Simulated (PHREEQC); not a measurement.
KBr is added in steps, without added water, to 1 kg of water holding 0.029 mol CdSO4 and 0.043 mol NaOH, at 25 °C. Oxygen alone is held at its pressure in air (log pO2 = -0.68). CO2 from the air is kept out. Only these solids could form: Cd(OH)2, Mirabilite.

Base run: PHREEQC, ion-association model, wateq4f.dat. Each further column changes one thing. The table gives Cd(SO4)2-2 (mol/kgw).

| KBr added (mol) | base | Debye-Hückel limiting law | Davies equation for every ion | all activity coefficients set to 1 |
|---|---|---|---|---|
| 0 | 0.000844 | 0.000598 | 0.000834 | 0.00106 |
| 0.0065 | 0.000735 | 0.000506 | 0.000727 | 0.000950 |
| 0.01463 | 0.000622 | 0.000414 | 0.000617 | 0.000827 |
| 0.02113 | 0.000547 | 0.000356 | 0.000543 | 0.000740 |
| 0.02925 | 0.000468 | 0.000296 | 0.000467 | 0.000644 |
| 0.03575 | 0.000415 | 0.000258 | 0.000415 | 0.000577 |
| 0.04387 | 0.000360 | 0.000219 | 0.000361 | 0.000502 |
| 0.05038 | 0.000322 | 0.000193 | 0.000324 | 0.000449 |
| 0.0585 | 0.000281 | 0.000166 | 0.000285 | 0.000392 |
| 0.065 | 0.000254 | 0.000148 | 0.000258 | 0.000351 |
